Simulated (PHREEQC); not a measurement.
PHREEQC input (ion-association model, wateq4f.dat):

```
SOLUTION_MASTER_SPECIES
  An  An-  0  An  62.0  # stands for a non-complexing anion
SOLUTION_SPECIES
  An- = An-
    -log_k 0
    -gamma 3.0 0
PHASES
  Fix_H+
    H+ = H+
    -log_k 0
SOLUTION 1
  temp 25
  units mmol/kgw
  pH 7 charge
  As(3) 0.0086
  Na 10.0086
  An 10
END
SELECTED_OUTPUT 1
  -reset false
  -pH true
  -pe true
  -ionic_strength true
  -water true
  -totals As Na As(3) As(5)
  -molalities Hfo_wOH Hfo_wOH2+ Hfo_wO- Hfo_sOH Hfo_sOH2+ Hfo_sO- Hfo_wH2AsO3
  -saturation_indices Arsenolite
USER_PUNCH 1
  -headings sigma psi
  10 PUNCH EDL("sigma", "Hfo"), EDL("psi", "Hfo")
PRINT
  -reset false
USE solution 1
SURFACE 1
  Hfo_wOH 4.49438e-05 600 0.02
  Hfo_sOH 1.1236e-06
EQUILIBRIUM_PHASES 1
  Fix_H+ -4 HAn 10
    -force_equality true
END
# ... the last block is repeated for the other 16 points of pH, with NaOH or the acid as the point needs
```

Selected output (columns that matter, 12 of 17 rows; pH added in front):

```
pH	mu	As	Na	m_Hfo_wOH	m_Hfo_wOH2+	m_Hfo_wO-	m_Hfo_sOH	m_Hfo_sOH2+	m_Hfo_sO-	m_Hfo_wH2AsO3	si_Arsenolite	sigma	psi
4	0.01013	1.8738e-06	0.010009	1.3928e-05	2.4105e-05	1.8438e-07	4.095e-07	7.0868e-07	5.4207e-09	6.7262e-06	-10.072	0.198	0.18053
4.5	0.010052	1.459e-06	0.010009	1.8992e-05	1.836e-05	4.5006e-07	5.645e-07	5.4572e-07	1.3377e-08	7.141e-06	-10.29	0.1483	0.16591
5.5	0.010017	1.1267e-06	0.010009	2.5742e-05	1.0247e-05	1.4815e-06	7.7191e-07	3.0727e-07	4.4424e-08	7.4732e-06	-10.514	0.072596	0.12955
6	0.010013	1.0695e-06	0.010009	2.7343e-05	7.9024e-06	2.1674e-06	8.2118e-07	2.3733e-07	6.5093e-08	7.5304e-06	-10.56	0.047498	0.1082
7	0.01001	1.0373e-06	0.010009	2.8512e-05	5.4548e-06	3.4142e-06	8.5702e-07	1.6396e-07	1.0262e-07	7.5625e-06	-10.593	0.016898	0.059644
7.5	0.010009	1.0479e-06	0.010009	2.866e-05	4.856e-06	3.8752e-06	8.6123e-07	1.4592e-07	1.1645e-07	7.5519e-06	-10.598	0.0081191	0.033187
8.5	0.010008	1.2373e-06	0.010009	2.8832e-05	4.0726e-06	4.6762e-06	8.6203e-07	1.2176e-07	1.3981e-07	7.3624e-06	-10.626	-0.0050048	-0.021296
9	0.010013	1.6562e-06	0.010013	2.9068e-05	3.6994e-06	5.2324e-06	8.595e-07	1.0939e-07	1.5471e-07	6.9436e-06	-10.684	-0.012698	-0.048195
10	0.010118	4.5603e-06	0.01012	3.0499e-05	2.8032e-06	7.6019e-06	8.3778e-07	7.7e-08	2.0882e-07	4.0396e-06	-11.196	-0.039651	-0.098989
10.5	0.010363	6.5832e-06	0.010366	3.0822e-05	2.1964e-06	9.9085e-06	8.0676e-07	5.749e-08	2.5935e-07	2.0167e-06	-11.808	-0.063639	-0.12203
11.5	0.013588	8.3876e-06	0.013597	2.4956e-05	7.4995e-07	1.9025e-05	6.2687e-07	1.8838e-08	4.7789e-07	2.124e-07	-13.58	-0.15064	-0.159
12	0.021619	8.5553e-06	0.021633	1.6728e-05	2.2941e-07	2.7942e-05	4.1861e-07	5.7411e-09	6.9925e-07	4.4706e-08	-14.586	-0.22842	-0.16843
```
